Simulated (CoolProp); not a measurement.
A simple Rankine cycle with R134a: condensing at 323.15 K, boiler at 3.38 MPa, turbine inlet 380.1 K, turbine efficiency 0.75, pump efficiency 0.7, no recuperator. Each further row changes one setting.

Values from CoolProp's reference Helmholtz-energy equation of state, Tillner-Roth 1994.

| case | thermal efficiency (%) | net work (kJ/kg) | heat in (kJ/kg) | turbine exit temperature (K) | volume ratio over the turbine |
|---|---|---|---|---|---|
| as stated | 6.6 | 12.0 | 182 | 338.3 | 2.90 |
| turbine inlet 400.1 K | 6.9 | 14.5 | 211 | 362.7 | 2.75 |
| condensing temperature 315.15 K | 7.8 | 15.2 | 194 | 331.0 | 3.60 |
| boiler pressure 2.37 MPa | 4.6 | 9.28 | 201 | 357.9 | 1.86 |
| turbine efficiency 0.65 | 5.5 | 10.1 | 182 | 340.1 | 2.93 |
